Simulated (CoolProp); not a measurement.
Water along the isotherm 721.3 K: fugacity coefficient from the reference equation and from simpler models built on Tc = 647.1 K, pc = 220.6 bar, ω = 0.344; each cubic takes its own stable root.

Values from CoolProp's reference Helmholtz-energy equation of state, Wagner 2002.

```json
[
 {"p (bar)": "1.74", "phase": "gas", "reference": "0.9983", "van der Waals": "0.9982", "Redlich-Kwong": "0.9980", "Soave-Redlich-Kwong": "0.9982", "Peng-Robinson": "0.9979"},
 {"p (bar)": "2.94", "phase": "gas", "reference": "0.9971", "van der Waals": "0.9970", "Redlich-Kwong": "0.9967", "Soave-Redlich-Kwong": "0.9970", "Peng-Robinson": "0.9965"},
 {"p (bar)": "4.97", "phase": "gas", "reference": "0.9951", "van der Waals": "0.9949", "Redlich-Kwong": "0.9944", "Soave-Redlich-Kwong": "0.9948", "Peng-Robinson": "0.9941"},
 {"p (bar)": "8.38", "phase": "gas", "reference": "0.9917", "van der Waals": "0.9914", "Redlich-Kwong": "0.9906", "Soave-Redlich-Kwong": "0.9913", "Peng-Robinson": "0.9900"},
 {"p (bar)": "14.1", "phase": "gas", "reference": "0.9861", "van der Waals": "0.9855", "Redlich-Kwong": "0.9842", "Soave-Redlich-Kwong": "0.9854", "Peng-Robinson": "0.9833"},
 {"p (bar)": "23.9", "phase": "gas", "reference": "0.9764", "van der Waals": "0.9754", "Redlich-Kwong": "0.9733", "Soave-Redlich-Kwong": "0.9754", "Peng-Robinson": "0.9718"},
 {"p (bar)": "40.3", "phase": "gas", "reference": "0.9602", "van der Waals": "0.9587", "Redlich-Kwong": "0.9552", "Soave-Redlich-Kwong": "0.9587", "Peng-Robinson": "0.9528"},
 {"p (bar)": "68", "phase": "gas", "reference": "0.9329", "van der Waals": "0.9304", "Redlich-Kwong": "0.9250", "Soave-Redlich-Kwong": "0.9308", "Peng-Robinson": "0.9213"},
 {"p (bar)": "115", "phase": "gas", "reference": "0.8867", "van der Waals": "0.8828", "Redlich-Kwong": "0.8747", "Soave-Redlich-Kwong": "0.8846", "Peng-Robinson": "0.8695"},
 {"p (bar)": "194", "phase": "gas", "reference": "0.8097", "van der Waals": "0.8030", "Redlich-Kwong": "0.7926", "Soave-Redlich-Kwong": "0.8096", "Peng-Robinson": "0.7872"},
 {"p (bar)": "327", "phase": "supercritical", "reference": "0.6826", "van der Waals": "0.6641", "Redlich-Kwong": "0.6606", "Soave-Redlich-Kwong": "0.6914", "Peng-Robinson": "0.6621"},
 {"p (bar)": "552", "phase": "supercritical", "reference": "0.5052", "van der Waals": "0.5045", "Redlich-Kwong": "0.5002", "Soave-Redlich-Kwong": "0.5426", "Peng-Robinson": "0.5104"}
]
```
